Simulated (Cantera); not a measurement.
A perfectly stirred reactor is fed with 33.5 % CH4, 63.7 % H2O, 2.78 % N2, at 0.227 atm; it is held at 2025 K, and followed from long to short residence time.

Computed with Cantera and GRI-Mech 3.0 (53 species, 325 reactions).

Predict: x(CH4) at τ = 1.20 s; x(H2O) at τ = 1.20 s; x(H) at τ = 1.20 s; x(O2) at τ = 1.20 s; x(CH4) at τ = 47.0 ms; x(H2O) at τ = 47.0 ms; x(H) at τ = 47.0 ms; x(O2) at τ = 47.0 ms.


```json
{
 "x(CH4) at τ = 1.20 s": "0.00176",
 "x(H2O) at τ = 1.20 s": "0.173",
 "x(H) at τ = 1.20 s": "0.00292",
 "x(O2) at τ = 1.20 s": "3.68e-8",
 "x(CH4) at τ = 47.0 ms": "0.0136",
 "x(H2O) at τ = 47.0 ms": "0.248",
 "x(H) at τ = 47.0 ms": "0.00259",
 "x(O2) at τ = 47.0 ms": "6.08e-8"
}
```
